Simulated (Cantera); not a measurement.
Feed: 1 mol BCl₃, a varied amount of H₂, equilibrated at 1025 K and 0.0900 Torr.

Cantera equilibrium calculation (NASA polynomials, part measured and part estimated; ideal gas, pure solids and liquids). Candidate condensed phases: B; 13 gas species. Gases not in the tables: BHCl₂. Kinetics and transport are ignored.

log p: log10 of the partial pressure in bar; n: condensed amount in mol.

```tsv
n(H₂) (mol)	log p H₂	log p HCl	log p BCl₃	log p BCl₂	log p BCl	n B(s)
5.7	-4.07	-4.56	-5.10	-9.02	-9.90	…
7.7	-4.04	-4.61	-5.29	-9.15	-9.96	…
10	-4.02	-4.66	-5.48	-9.28	-10.03	…
14	-4.00	-4.74	-5.76	-9.46	-10.12	…
19	-3.98	-4.83	-6.04	-9.65	-10.21	0.845
26	-3.97	-4.93	-6.36	-9.87	-10.32	0.901
36	-3.96	-5.04	-6.73	-10.11	-10.44	0.942
49	-3.95	-5.16	-7.10	-10.36	-10.57	0.966
66	-3.94	-5.28	-7.47	-10.60	-10.69	0.981
```

Task: Complete the blanks.

Result: 
- 5.7, n B(s): 0.535
- 7.7, n B(s): 0.617
- 10, n B(s): 0.688
- 14, n B(s): 0.776
